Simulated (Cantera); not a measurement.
**Adiabatic ignition**

An adiabatic, constant-pressure homogeneous reactor starts with H2 : O2 : N2 = 1 : 0.227 : 0.855 (molar parts), at 1575 K and 10.0 bar.

Computed with Cantera and GRI-Mech 3.0 (53 species, 325 reactions). The hydrogen kinetics of GRI-Mech 3.0 are dated; newer H2 mechanisms differ, most at raised pressure.

| t (s) | T (K) | x H2 | x O2 | x NO2 | x O | x H2O | x OH | x N2O |
|---|---|---|---|---|---|---|---|---|
| 2.00e-6 | 2551 | 0.256 | 0.000873 | 1.56e-9 | 0.00240 | 0.216 | 0.0132 | 3.71e-8 |
| 6.32e-6 | 2889 | 0.280 | 0.000147 | 2.78e-9 | 0.000426 | 0.233 | 0.00696 | 6.25e-8 |
| 2.00e-5 | 2933 | 0.283 | 8.93e-5 | 4.98e-9 | 0.000270 | 0.235 | 0.00569 | 7.05e-8 |
| 6.32e-5 | 2933 | 0.283 | 8.83e-5 | 1.15e-8 | 0.000267 | 0.235 | 0.00565 | 7.38e-8 |
| 0.000200 | 2931 | 0.283 | 8.69e-5 | 2.28e-8 | 0.000264 | 0.235 | 0.00561 | 8.60e-8 |
| 0.000632 | 2931 | 0.283 | 8.65e-5 | 2.64e-8 | 0.000263 | 0.235 | 0.00560 | 9.16e-8 |
| 0.00200 | 2931 | 0.283 | 8.65e-5 | 2.64e-8 | 0.000263 | 0.235 | 0.00560 | 9.17e-8 |
| 0.00632 | 2931 | 0.283 | 8.65e-5 | 2.64e-8 | 0.000263 | 0.235 | 0.00560 | 9.17e-8 |
| 0.0200 | 2931 | 0.283 | 8.65e-5 | 2.64e-8 | 0.000263 | 0.235 | 0.00560 | 9.17e-8 |
| 0.0632 | 2931 | 0.283 | 8.65e-5 | 2.64e-8 | 0.000263 | 0.235 | 0.00560 | 9.17e-8 |
| 0.200 | 2931 | 0.283 | 8.65e-5 | 2.64e-8 | 0.000263 | 0.235 | 0.00560 | 9.17e-8 |
| 0.632 | 2931 | 0.283 | 8.65e-5 | 2.64e-8 | 0.000263 | 0.235 | 0.00560 | 9.17e-8 |
| 2.00 | 2931 | 0.283 | 8.65e-5 | 2.64e-8 | 0.000263 | 0.235 | 0.00560 | 9.17e-8 |
x: mole fraction; the columns are a selection and need not sum to one.

```json
{
 "time_of_steepest_temperature_rise": "1.24 µs",
 "temperature at 2.00 s": "2931 K",
 "equilibrium_temperature": "2931 K",
 "x(H2) at 2.00 s": "0.283 (gas-phase equilibrium 0.283)",
 "x(O2) at 2.00 s": "8.65e-5 (gas-phase equilibrium 8.65e-5)",
 "x(NO2) at 2.00 s": "2.64e-8 (gas-phase equilibrium 2.64e-8)"
}
```
